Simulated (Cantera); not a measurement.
Charge: 1 mol n-butane, 0.94 mol CO₂, 34 mol H₂, at 0.0100 bar.

Cantera equilibrium calculation (NASA polynomials, part measured and part estimated; ideal gas, pure solids and liquids). Candidate condensed phases: C, C₆H₆, C₇H₈, C₈H₁₈, H₂O; 110 gas species. Rates play no part.

At 1323 K, list the 4 most abundant gas species with their mole fractions, and the condensed phases.

H₂ 0.954, CO 0.0460, CH₄ 6.19e-5, H 1.55e-5. Condensed: C(graphite).
